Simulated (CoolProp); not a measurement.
Isobutane along the isotherm 11.45 °C: density (kg/m³) from the reference equation and from simpler models built on Tc = 134.7 °C, pc = 3.629 MPa, ω = 0.184; each cubic takes its own stable root.

Values from CoolProp's reference Helmholtz-energy equation of state, Bücker 2006.

```
p (MPa)   phase  reference  van der Waals  Redlich-Kwong  Soave-Redlich-Kwong
-------  ------  ---------  -------------  -------------  -------------------
1.65     liquid        [?]          359.7          520.4                533.7
3.3      liquid      572.5            [?]          525.5                  [?]
4.95     liquid      575.1          371.2          530.3                  [?]
6.6      liquid      577.6            [?]          534.6                545.6
8.25     liquid      580.1          379.9          538.7                549.1
9.9      liquid      582.4          383.5          542.5                552.4
11.5     liquid      584.6            [?]          545.9                555.4
13.2     liquid      586.9          390.0          549.4                558.4
14.8     liquid      588.9            [?]          552.5                561.1
16.5     liquid      591.0          395.4          555.6                  [?]
18.1     liquid      593.0          397.8          558.4                566.4
```

Task: Fill in the missing entries.

Result: 
- 1.65, reference: 569.7
- 3.3, van der Waals: 365.9
- 3.3, Soave-Redlich-Kwong: 537.9
- 4.95, Soave-Redlich-Kwong: 541.9
- 6.6, van der Waals: 375.8
- 11.5, van der Waals: 386.8
- 14.8, van der Waals: 392.7
- 16.5, Soave-Redlich-Kwong: 563.9
